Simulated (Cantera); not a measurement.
What does this Cantera script print?

```python
import numpy as np
import cantera as ct

gas = ct.Solution("gri30.yaml")


def delay(T, t_max=10):
    gas.TPX = T, 910000, {'C2H4': 1, 'O2': 1.88, 'N2': 10.3, 'H2O': 0.51}
    reactor = ct.IdealGasConstPressureReactor(gas, clone=False)
    net = ct.ReactorNet([reactor])
    net.rtol, net.atol = 1e-8, 1e-16
    while net.time < t_max:
        t_old, T_old = net.time, reactor.T
        net.step()
        if reactor.T > T + 400:  # ignition: a rise of 400 K
            return t_old + (T + 400 - T_old) / (reactor.T - T_old) * (net.time - t_old)
    return np.nan


taus = []
for T in [1023, 1073, 1123, 1173, 1223, 1273]:
    taus.append(delay(T))
    print(f"T0 = {T:6g} K   tau = {taus[-1]:.4e} s")
```

Output:

```
T0 =   1023 K   tau = 2.0730e-02 s
T0 =   1073 K   tau = 9.5702e-03 s
T0 =   1123 K   tau = 3.8409e-03 s
T0 =   1173 K   tau = 1.3788e-03 s
T0 =   1223 K   tau = 4.6883e-04 s
T0 =   1273 K   tau = 1.6419e-04 s
```

Detailed kinetics in Cantera: GRI-Mech 3.0 (53 species, 325 reactions). GRI-Mech 3.0 was tuned for natural gas; its chemistry of ethylene as a main component is partial and can be far from experiment.
